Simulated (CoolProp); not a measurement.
C2F6 (R116) at several states: fugacity coefficient from the reference equation and from simpler models built on Tc = 19.9 °C, pc = 3048 kPa, ω = 0.257; each cubic takes its own stable root.

Values from CoolProp's reference Helmholtz-energy equation of state, Lemmon 2006. It is a short technical equation, of lower accuracy than the large ones.

```csv
T (°C),p (kPa),phase,reference
73.55,828,gas,0.9504
41.75,84.2,gas,0.9928
-74.45,13700,liquid,0.01716
108.15,1130,gas,0.9530
-65.65,176,gas,0.9393
```

Task: How far does each simpler model (van der Waals, Redlich-Kwong, Soave-Redlich-Kwong, Peng-Robinson) lie from the reference over these 5 states: mean and median of the absolute difference, and the worst?

Result: 
- van der Waals: mean 89.5 %, median 1.0 %, worst +443.8 % at -74.45 °C and 13700 kPa
- Redlich-Kwong: mean 14.4 %, median 1.0 %, worst +69.3 % at -74.45 °C and 13700 kPa
- Soave-Redlich-Kwong: mean 0.7 %, median 0.1 %, worst +2.9 % at -74.45 °C and 13700 kPa
- Peng-Robinson: mean 1.5 %, median 0.9 %, worst -5.4 % at -74.45 °C and 13700 kPa
